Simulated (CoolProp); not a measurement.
A simple Rankine cycle with cyclopropane: condensing at 311.15 K, boiler at 3.53 MPa, turbine inlet 386.3 K, turbine efficiency 0.85, pump efficiency 0.8, no recuperator. Each further row changes one setting.

Computed with CoolProp (reference Helmholtz-energy equation of state, Polt 1992). This equation is an older, rougher fit; its heat capacities, sound speeds and derivatives of the liquid may be far off and weren't checked against measurements.

```json
[
 {"case": "as stated", "thermal efficiency (%)": "11.5", "net work (kJ/kg)": "51.7", "heat in (kJ/kg)": "451", "turbine exit temperature (K)": "320.6", "volume ratio over the turbine": "3.57"},
 {"case": "turbine inlet 406.3 K", "thermal efficiency (%)": "?", "net work (kJ/kg)": "59.3", "heat in (kJ/kg)": "502", "turbine exit temperature (K)": "345.6", "volume ratio over the turbine": "3.49"},
 {"case": "condensing temperature 303.15 K", "thermal efficiency (%)": "?", "net work (kJ/kg)": "60.4", "heat in (kJ/kg)": "?", "turbine exit temperature (K)": "311.4", "volume ratio over the turbine": "4.33"},
 {"case": "boiler pressure 2.47 MPa", "thermal efficiency (%)": "8.9", "net work (kJ/kg)": "43.0", "heat in (kJ/kg)": "483", "turbine exit temperature (K)": "344.2", "volume ratio over the turbine": "2.40"},
 {"case": "turbine efficiency 0.75", "thermal efficiency (%)": "?", "net work (kJ/kg)": "45.0", "heat in (kJ/kg)": "451", "turbine exit temperature (K)": "324.5", "volume ratio over the turbine": "3.64"}
]
```

### Question
Complete the blanks.

### Answer

- turbine inlet 406.3 K, thermal efficiency (%): 11.8
- condensing temperature 303.15 K, thermal efficiency (%): 12.9
- condensing temperature 303.15 K, heat in (kJ/kg): 469
- turbine efficiency 0.75, thermal efficiency (%): 10.0
